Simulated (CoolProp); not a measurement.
Properties of methane at several states.

Computed with CoolProp (reference Helmholtz-energy equation of state, Setzmann 1991).

```
T (K)  p (bar)   phase  cp (kJ/(kg K))  Prandtl number  fugacity coefficient
-----  -------  ------  --------------  --------------  --------------------
588.7       29     gas           3.262           0.727                 1.005
499.3     26.6     gas           2.939             [?]                0.9997
186.7      139  liquid           4.030             [?]                0.2847
292.7    0.314     gas           2.215           0.732                0.9994
386.6     2.51     gas             [?]           0.724                0.9986
259.1    0.149     gas           2.151           0.738                0.9996
```

### Question
Some entries are withheld; supply them.

### Answer

- 499.3, Prandtl number: 0.731
- 186.7, Prandtl number: 1.57
- 386.6, cp (kJ/(kg K)): 2.493

Viscosity comes from a separate model (Quiñones-Cisneros 2006). Thermal conductivity comes from a separate model (Friend 1989).
